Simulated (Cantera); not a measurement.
An adiabatic, constant-pressure homogeneous reactor starts with 5.46 % CH4, 5.18 % CO, 18.8 % O2, 70.4 % N2, 0.191 % H2O, equivalence ratio 0.72, at 1000 K and 150000 Pa.

Detailed kinetics in Cantera: GRI-Mech 3.0 (53 species, 325 reactions).

x: mole fraction; the columns are a selection and need not sum to one.

```json
[
 {"t (s)": "4.00e-6", "T (K)": "1000", "x CH4": "0.0546", "x CO": "0.0518", "x O2": "0.188", "x CH2": "<1e-12", "x HCN": "<1e-12", "x HO2": "3.03e-11", "x NO": "<1e-12"},
 {"t (s)": "1.73e-5", "T (K)": "1000", "x CH4": "0.0546", "x CO": "0.0518", "x O2": "0.188", "x CH2": "<1e-12", "x HCN": "<1e-12", "x HO2": "1.40e-10", "x NO": "<1e-12"},
 {"t (s)": "7.46e-5", "T (K)": "1000", "x CH4": "0.0546", "x CO": "0.0518", "x O2": "0.188", "x CH2": "<1e-12", "x HCN": "<1e-12", "x HO2": "6.06e-10", "x NO": "<1e-12"},
 {"t (s)": "0.000322", "T (K)": "1000", "x CH4": "0.0546", "x CO": "0.0518", "x O2": "0.188", "x CH2": "<1e-12", "x HCN": "<1e-12", "x HO2": "?", "x NO": "<1e-12"},
 {"t (s)": "0.00139", "T (K)": "1000", "x CH4": "0.0546", "x CO": "0.0518", "x O2": "0.188", "x CH2": "<1e-12", "x HCN": "<1e-12", "x HO2": "?", "x NO": "<1e-12"},
 {"t (s)": "0.00600", "T (K)": "1000", "x CH4": "0.0546", "x CO": "0.0518", "x O2": "0.188", "x CH2": "<1e-12", "x HCN": "<1e-12", "x HO2": "?", "x NO": "<1e-12"},
 {"t (s)": "0.0259", "T (K)": "1000", "x CH4": "0.0546", "x CO": "0.0518", "x O2": "0.188", "x CH2": "<1e-12", "x HCN": "<1e-12", "x HO2": "?", "x NO": "<1e-12"},
 {"t (s)": "0.112", "T (K)": "1000", "x CH4": "0.0545", "x CO": "0.0518", "x O2": "0.188", "x CH2": "<1e-12", "x HCN": "<1e-12", "x HO2": "?", "x NO": "<1e-12"},
 {"t (s)": "0.483", "T (K)": "1003", "x CH4": "0.0543", "x CO": "0.0518", "x O2": "0.187", "x CH2": "<1e-12", "x HCN": "<1e-12", "x HO2": "?", "x NO": "<1e-12"},
 {"t (s)": "2.08", "T (K)": "2396", "x CH4": "<1e-12", "x CO": "0.00758", "x O2": "0.0513", "x CH2": "<1e-12", "x HCN": "9.55e-12", "x HO2": "4.31e-6", "x NO": "0.00896"},
 {"t (s)": "9.00", "T (K)": "2396", "x CH4": "<1e-12", "x CO": "0.00758", "x O2": "0.0513", "x CH2": "<1e-12", "x HCN": "9.55e-12", "x HO2": "4.31e-6", "x NO": "0.00896"}
]
```

Question: Fill in the missing entries.

Answer: 
- 0.000322, x HO2: 2.40e-9
- 0.00139, x HO2: 7.50e-9
- 0.00600, x HO2: 1.80e-8
- 0.0259, x HO2: 3.38e-8
- 0.112, x HO2: 6.61e-8
- 0.483, x HO2: 3.09e-7
